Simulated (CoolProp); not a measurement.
The fluid at 452.6 K and 5.89 MPa is throttled through a valve to 3.24 MPa with no heat exchange. The same conditions are run with several fluids, on thermodynamics alone (safety and materials aside).

Model: reference Helmholtz-energy equation of state of each fluid (isobutene: Lemmon 2005; the fluoroketone C6F12O (FK-5-1-12): McLinden 2015; R407C: Lemmon 2003; R124: de Vries 1995; propane: Lemmon 2009), in CoolProp. Blends and air are pseudo-pure fits.

```json
[
 {"fluid": "isobutene", "temperature change (K)": "…", "final phase": "gas", "final density (kg/m³)": "83.5"},
 {"fluid": "the fluoroketone C6F12O (FK-5-1-12)", "temperature change (K)": "-3.3", "final phase": "supercritical", "final density (kg/m³)": "975"},
 {"fluid": "R407C", "temperature change (K)": "…", "final phase": "gas", "final density (kg/m³)": "…"},
 {"fluid": "R124", "temperature change (K)": "…", "final phase": "gas", "final density (kg/m³)": "…"},
 {"fluid": "propane", "temperature change (K)": "-16.6", "final phase": "gas", "final density (kg/m³)": "47.1"}
]
```

What belongs in the gaps?


- isobutene, temperature change (K): -33.1
- R407C, temperature change (K): -15.2
- R407C, final density (kg/m³): 88.2
- R124, temperature change (K): -23.6
- R124, final density (kg/m³): 171
